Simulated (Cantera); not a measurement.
Feed: 1 mol toluene, 0.12 mol NH3, 0.82 mol H2, equilibrated at 748.15 K and 13.3 mbar.

Equilibrium computed with Cantera from the NASA thermochemical tables; the gas is ideal and each condensed phase is pure. Rates play no part.

| species | before | after |
|---|---|---|
| CH4 | 0.0396 | 0.556 |
| H2 | 0.948 | 0.425 |
| N2 | 0.0123 | 0.0184 |
| NH3 | 7.13e-6 | 0.000182 |
| C(graphite), mol | 6.81 | 5.19 |
Gas species are given as mole fractions.

Problem. What was changed between the two runs?
A) pressure from 13.3 mbar to 0.930 bar
B) NH3 from 0.12 to 0.013 mol
C) temperature from 748.15 K to 1223.15 K
D) NH3 from 0.12 to 0.066 mol

Solution. A, pressure from 13.3 mbar to 0.930 bar
